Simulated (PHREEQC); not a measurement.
**Brine: an equilibrium model**

Make-up at 60 °C: 51 mmol/kgw Na2SO4, 0.031 mmol/kgw Na2B4O7 and 25 mmol/kgw MgCl2. Closed to the air; pH follows from the charge balance.

All values are PHREEQC results (ion-association model, phreeqc.dat), not measurements.

```
Quantity                     Result
--------------------  -------------
pH                             8.05
ionic strength        0.156 mol/kgw
specific conductance    20400 µS/cm
density                 0.991 g/cm³
total alkalinity      0.0620 meq/kg
```

| species | molality | activity | log γ |
|---|---|---|---|
| Na+ | 0.0967 | 0.0721 | -0.127 |
| Cl- | 0.0500 | 0.0360 | -0.143 |
| SO4-2 | 0.0304 | 0.00906 | -0.526 |
| MgSO4 | 0.0152 | 0.0158 | 0.016 |
| Mg+2 | 0.00975 | 0.00331 | -0.469 |
| NaSO4- | 0.00534 | 0.00400 | -0.126 |
| H3BO3 | 0.000107 | 0.000111 | 0.016 |
| MgOH+ | 2.98e-5 | 2.28e-5 | -0.116 |

This is a speciation only: nothing precipitates in the calculation. Away from 25 °C the constants follow the database's enthalpies or fits; those with neither stay at their 25 °C values.
